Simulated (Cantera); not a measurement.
Input (Python, Cantera) and output of one run.

```python
import numpy as np
import cantera as ct

gas_names = """
    F F2 N NF NF2 NF3 N2 Si SiF SiF2 SiF3 SiF4 SiN Si2 Si2N Si3
""".split()
cond_names = """
    Si(cr) Si(L) Si3N4(a)
""".split()


# ... load() reads the species with a 1 bar reference pressure and builds the phases ...
atoms = {
    'Si': {'Si': 1},
    'NF3': {'N': 1, 'F': 3},
    'N2': {'N': 2},
}
top_T = {'Si3N4(a)': 2400}  # K; cautious upper limits of use, not melting points


# ... equilibrate(T, P, feed) seeds the gas with the atoms and calls Mixture.equilibrate('TP', solver="vcs", rtol=1e-11, max_steps=5000) ...
results = []
feed = {'Si': 1, 'NF3': 5.7, 'N2': 23}  # mol
P = 600  # Pa
for T in [848, 898, 948, 998, 1048, 1098, 1148, 1198, 1248, 1298, 1348, 1398]:
    mix = equilibrate(T, P, feed)
    results.append((T, P, feed, dict(zip(mix.species_names, mix.species_moles))))
    x = sorted(zip(gas.X, gas.species_names), reverse=True)
    print(f"T = {T:g} K  P = {P:g} Pa  gas = {mix.phase_moles(0):.4g} mol")
    print("   x: " + "  ".join(f"{s} {v:.3e}" for v, s in x if v > 1e-05))
    print("   condensed (mol): " + ("  ".join(f"{mix.phase(i).name} {mix.phase_moles(i):.4g}"
          for i in range(1, mix.n_phases) if mix.phase_moles(i) > 1e-12) or "none"))
```

Output:

```
T = 848 K  P = 600 Pa  gas = 34.76 mol
   x: N2 7.428e-01  F2 1.446e-01  F 8.193e-02  SiF4 2.877e-02  NF3 1.900e-03
   condensed (mol): none
T = 898 K  P = 600 Pa  gas = 35.86 mol
   x: N2 7.206e-01  F 1.383e-01  F2 1.128e-01  SiF4 2.788e-02  NF3 4.614e-04
   condensed (mol): none
T = 948 K  P = 600 Pa  gas = 37.15 mol
   x: N2 6.959e-01  F 2.019e-01  F2 7.525e-02  SiF4 2.692e-02  NF3 9.884e-05
   condensed (mol): none
T = 998 K  P = 600 Pa  gas = 38.31 mol
   x: N2 6.747e-01  F 2.565e-01  F2 4.267e-02  SiF4 2.610e-02  NF3 1.827e-05
   condensed (mol): none
T = 1048 K  P = 600 Pa  gas = 39.11 mol
   x: N2 6.609e-01  F 2.921e-01  SiF4 2.557e-02  F2 2.143e-02
   condensed (mol): none
T = 1098 K  P = 600 Pa  gas = 39.55 mol
   x: N2 6.537e-01  F 3.108e-01  SiF4 2.529e-02  F2 1.023e-02
   condensed (mol): none
T = 1148 K  P = 600 Pa  gas = 39.75 mol
   x: N2 6.502e-01  F 3.197e-01  SiF4 2.515e-02  F2 4.917e-03
   condensed (mol): none
T = 1198 K  P = 600 Pa  gas = 39.85 mol
   x: N2 6.486e-01  F 3.238e-01  SiF4 2.509e-02  F2 2.445e-03
   condensed (mol): none
T = 1248 K  P = 600 Pa  gas = 39.9 mol
   x: N2 6.479e-01  F 3.258e-01  SiF4 2.506e-02  F2 1.270e-03
   condensed (mol): none
T = 1298 K  P = 600 Pa  gas = 39.92 mol
   x: N2 6.475e-01  F 3.268e-01  SiF4 2.505e-02  F2 6.894e-04
   condensed (mol): none
T = 1348 K  P = 600 Pa  gas = 39.93 mol
   x: N2 6.473e-01  F 3.273e-01  SiF4 2.504e-02  F2 3.904e-04
   condensed (mol): none
T = 1398 K  P = 600 Pa  gas = 39.94 mol
   x: N2 6.472e-01  F 3.275e-01  SiF4 2.504e-02  F2 2.298e-04
   condensed (mol): none
```

Method: chemical equilibrium by Gibbs-energy minimisation in Cantera with the NASA 1993 tables (ideal gas, pure condensed phases).
